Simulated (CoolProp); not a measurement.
Sulfur dioxide along the isobar 24100 kPa: density (kg/m³) from the reference equation and from simpler models built on Tc = 157.5 °C, pc = 7887 kPa, ω = 0.256; each cubic takes its own stable root.

Model: reference Helmholtz-energy equation of state, Gao 2016, in CoolProp.

| T (°C) | phase | reference |
|---|---|---|
| 17.85 | liquid | 1429 |
| 28.45 | liquid | 1404 |
| 39.05 | liquid | 1378 |
| 49.65 | liquid | 1351 |
| 60.25 | liquid | 1324 |
| 70.85 | liquid | 1296 |
| 81.45 | liquid | 1268 |
| 92.05 | liquid | 1238 |
| 102.65 | liquid | 1208 |
| 113.25 | liquid | 1176 |

**Question.** How far does each simpler model (van der Waals, Soave-Redlich-Kwong, Peng-Robinson) lie from the reference over these 10 states: mean and median of the absolute difference, and the worst?

**Answer.** 
- van der Waals: mean 36.2 %, median 36.3 %, worst -38.0 % at 17.85 °C and 24100 kPa
- Soave-Redlich-Kwong: mean 10.0 %, median 9.8 %, worst -10.7 % at 113.25 °C and 24100 kPa
- Peng-Robinson: mean 1.3 %, median 1.5 %, worst +1.7 % at 49.65 °C and 24100 kPa
